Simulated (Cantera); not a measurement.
# Thermodynamics of nitride etching, feed Si₃N₄ + H₂ + O₂ + N₂

Charge: 1 mol Si₃N₄, 700 mol H₂, 0.87 mol O₂, 0.0012 mol N₂, equilibrated at 31.0 Pa.

Cantera equilibrium calculation (NASA polynomials, part measured and part estimated; ideal gas, pure solids and liquids). Candidate condensed phases: H₂O, Si, SiO₂, Si₂N₂O, Si₃N₄; 35 gas species. Gases not in the tables: Si₂H₆ and higher silanes. Rates play no part.

From 1473 K to 1673 K the condensed part is Si(s). From 1723 K to 1873 K nothing is condensed. The main Si-bearing gas is SiO throughout.

```tsv
T (K)	log p H₂	log p H	log p N₂	log p SiO	log p Si	log p SiH	n Si(s)
1473	-3.51	-6.65	-6.05	-6.12	-8.26	-9.46	1.25
1523	-3.51	-6.39	-6.06	-6.12	-7.74	-9.03	1.22
1573	-3.51	-6.15	-6.06	-6.12	-7.26	-8.63	1.13
1623	-3.51	-5.92	-6.06	-6.12	-6.81	-8.26	0.883
1673	-3.51	-5.70	-6.06	-6.12	-6.38	-7.91	0.259
1723	-3.52	-5.50	-6.06	-6.12	-6.27	-7.88	0
1773	-3.52	-5.31	-6.06	-6.12	-6.27	-7.94	0
1823	-3.52	-5.12	-6.06	-6.12	-6.27	-8.00	0
1873	-3.53	-4.95	-6.06	-6.12	-6.27	-8.07	0
```
log p: log10 of the partial pressure in bar; n: condensed amount in mol.
